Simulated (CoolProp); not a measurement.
Ethylbenzene along the isotherm 281.45 °C: density (kg/m³) from the reference equation and from simpler models built on Tc = 344.0 °C, pc = 36.22 bar, ω = 0.304; each cubic takes its own stable root.

Model: reference Helmholtz-energy equation of state, Zhou 2012, in CoolProp.

```tsv
p (bar)	phase	reference
1.13	gas	2.644
2.26	gas	5.379
3.4	gas	8.239
4.53	gas	11.18
5.66	gas	14.25
6.79	gas	17.45
7.92	gas	20.80
9.06	gas	24.36
10.2	gas	28.13
11.3	gas	31.98
12.5	gas	36.50
13.6	gas	40.97
14.7	gas	45.86
15.8	gas	51.27
17	liquid	579.0
18.1	liquid	580.1
```

How far does each simpler model (van der Waals, Soave-Redlich-Kwong) lie from the reference over these 16 states: mean and median of the absolute difference, and the worst?


- van der Waals: mean 15.3 %, median 4.7 %, worst -91.3 % at 281.45 °C and 17 bar
- Soave-Redlich-Kwong: mean 3.2 %, median 1.1 %, worst -17.6 % at 281.45 °C and 17 bar

At some of these states van der Waals gives the other phase, because its saturation line lies elsewhere.
